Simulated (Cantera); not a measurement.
## Ignition delay

Mixture: H₂ : O₂ : N₂ = 1 : 0.333 : 1.25 (molar parts), equivalence ratio 1.5, at 1.20 bar, adiabatic and at constant pressure. Ignition delay is the time to a rise of 400 K.

Model: GRI-Mech 3.0 (53 species, 325 reactions), integrated in Cantera. Where the delays flatten at high temperature, the 400 K rule measures the pace of heat release, not the induction time.

| T0 (K) | delay (ms) |
|---|---|
| 1225 | 0.0362 |
| 1300 | 0.0256 |
| 1375 | 0.0196 |
| 1450 | 0.0159 |
| 1525 | 0.0137 |
| 1600 | 0.0124 |
| 1675 | 0.0117 |
| 1750 | 0.0114 |
| 1825 | 0.0115 |
